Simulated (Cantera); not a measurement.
Mixture: CH4 : H2 : O2 : N2 = 1 : 1.2 : 5 : 18.8 (molar parts), at 280000 Pa, adiabatic and at constant volume. Ignition delay is the time to a rise of 400 K.

Computed with Cantera and GRI-Mech 3.0 (53 species, 325 reactions).

```tsv
quantity	before	after
delay at 1000 K	13.3 ms	14.2 ms
delay at 1100 K	0.823 ms	0.918 ms
delay at 1200 K	0.240 ms	0.268 ms
delay at 1300 K	0.103 ms	0.114 ms
delay at 1400 K	52.9 µs	57.8 µs
delay at 1500 K	30.6 µs	33.1 µs
delay at 1600 K	19.4 µs	20.8 µs
apparent activation energy between 1400 and 1600 K	94 kJ/mol	95 kJ/mol
```

**Question.** Name the change that produced these shifts.
A. CH4 1 to 0.49 parts
B. pressure from 280000 Pa to 950000 Pa
C. constant pressure in place of constant volume
D. pressure from 280000 Pa to 2600000 Pa

**Answer.** C, constant pressure in place of constant volume
